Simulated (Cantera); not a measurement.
An isothermal, constant-pressure homogeneous reactor starts with C₂H₆ : N₂ = 1 : 150 (molar parts), at 1175 K and 9.00 Torr.

Cantera simulation using GRI-Mech 3.0 (53 species, 325 reactions); the numbers are that mechanism's predictions, not measurements. GRI-Mech 3.0 stops at C3 and has no aromatics, soot or wall deposition, so with more carbon than oxygen in the feed, carbon stays in small species such as C2H2 where larger ones or solid carbon would form. Radical loss at walls, strong at low pressure, is not modelled.

x: mole fraction; the columns are a selection and need not sum to one.

| t (s) | x C₂H₆ | x CH₄ | x HCN | x CH₃ | x CH₂ | x C₂H₄ | x C₂H |
|---|---|---|---|---|---|---|---|
| 1.00e-5 | 0.00662 | <1e-12 | <1e-12 | 7.81e-9 | <1e-12 | <1e-12 | <1e-12 |
| 3.88e-5 | 0.00662 | 7.37e-12 | <1e-12 | 3.03e-8 | <1e-12 | <1e-12 | <1e-12 |
| 0.000151 | 0.00662 | 1.11e-10 | <1e-12 | 1.18e-7 | <1e-12 | 1.00e-11 | <1e-12 |
| 0.000585 | 0.00662 | ? | <1e-12 | ? | <1e-12 | 4.68e-10 | <1e-12 |
| 0.00227 | 0.00662 | 2.49e-8 | <1e-12 | 1.75e-6 | 2.00e-12 | 2.21e-8 | <1e-12 |
| 0.00881 | 0.00662 | 3.65e-7 | <1e-12 | 6.49e-6 | 1.00e-10 | 1.13e-6 | <1e-12 |
| 0.0342 | 0.00656 | 4.98e-6 | 9.58e-11 | 2.19e-5 | 2.87e-9 | 4.89e-5 | <1e-12 |
| 0.133 | ? | ? | ? | ? | 1.36e-8 | ? | 3.58e-12 |
| 0.515 | 0.00328 | 0.000381 | 7.04e-9 | 4.55e-5 | 1.38e-8 | 0.00292 | 3.25e-11 |
| 2.00 | 0.000210 | 0.000905 | 1.07e-8 | 1.02e-5 | 2.40e-9 | 0.00426 | 1.28e-10 |

**Question.** Some entries are withheld; supply them.

**Answer.** 
- 0.000585, x CH₄: 1.67e-9
- 0.000585, x CH₃: 4.55e-7
- 0.133, x C₂H₆: 0.00592
- 0.133, x CH₄: 6.00e-5
- 0.133, x HCN: 2.55e-9
- 0.133, x CH₃: 5.37e-5
- 0.133, x C₂H₄: 0.000633
